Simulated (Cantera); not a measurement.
Charge: 1 mol SiHCl₃, 0.89 mol N₂, at 0.0100 bar.

Equilibrium computed with Cantera from the NASA thermochemical tables; the gas is ideal and each condensed phase is pure. Candidate condensed phases: NH₄Cl, Si, Si₃N₄; 28 gas species. N₂ is the only nitrogen source here; it is nearly inert below about 1500 K, so the nitride shown seldom forms there in practice. The tables' values for SiCl₃ are old estimates; treat these amounts as uncertain. Kinetics and transport are ignored.

x: gas mole fraction; n: condensed amount in mol.

```json
[
 {"T (K)": "725", "x HCl": "0.272", "x N₂": "0.313", "x SiCl₄": "0.303", "x H₂": "0.112", "x SiCl₃": "1.50e-7", "x SiCl₂": "1.81e-11", "n Si₃N₄(s)": "0.129"},
 {"T (K)": "800", "x HCl": "0.294", "x N₂": "0.309", "x SiCl₄": "0.297", "x H₂": "0.100", "x SiCl₃": "2.00e-6", "x SiCl₂": "1.50e-9", "n Si₃N₄(s)": "0.133"},
 {"T (K)": "875", "x HCl": "0.312", "x N₂": "0.305", "x SiCl₄": "0.292", "x H₂": "?", "x SiCl₃": "1.71e-5", "x SiCl₂": "?", "n Si₃N₄(s)": "0.136"},
 {"T (K)": "950", "x HCl": "0.326", "x N₂": "0.302", "x SiCl₄": "0.288", "x H₂": "0.0834", "x SiCl₃": "0.000103", "x SiCl₂": "?", "n Si₃N₄(s)": "0.138"},
 {"T (K)": "1025", "x HCl": "0.337", "x N₂": "0.300", "x SiCl₄": "0.284", "x H₂": "0.0773", "x SiCl₃": "0.000479", "x SiCl₂": "1.69e-5", "n Si₃N₄(s)": "0.140"},
 {"T (K)": "1100", "x HCl": "0.346", "x N₂": "0.298", "x SiCl₄": "0.280", "x H₂": "0.0722", "x SiCl₃": "0.00179", "x SiCl₂": "0.000159", "n Si₃N₄(s)": "0.142"},
 {"T (K)": "1175", "x HCl": "0.353", "x N₂": "0.297", "x SiCl₄": "0.274", "x H₂": "0.0679", "x SiCl₃": "0.00559", "x SiCl₂": "0.00112", "n Si₃N₄(s)": "0.142"},
 {"T (K)": "1250", "x HCl": "0.356", "x N₂": "0.297", "x SiCl₄": "0.260", "x H₂": "0.0642", "x SiCl₃": "0.0148", "x SiCl₂": "0.00606", "n Si₃N₄(s)": "0.139"}
]
```

Question: Fill in the missing entries.

Answer: 
- 950, x SiCl₂: 1.24e-6
- 875, x H₂: 0.0909
- 875, x SiCl₂: 5.78e-8
